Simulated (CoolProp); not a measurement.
Computed with CoolProp (reference Helmholtz-energy equation of state, Gao 2016).

Task: Give the vapour pressure (MPa), liquid cp (kJ/(kg K)), surface tension (mN/m) of saturated sulfur dioxide at 335.3, 337.9, 340.5 K.

Result: 
```csv
T (K),p (MPa),liquid cp (kJ/(kg K)),surface tension (mN/m)
335.3,1.17,1.48,14.5
337.9,1.25,1.49,14.0
340.5,1.33,1.50,13.6
```

Surface tension comes from a separate correlation (Mulero 2012).
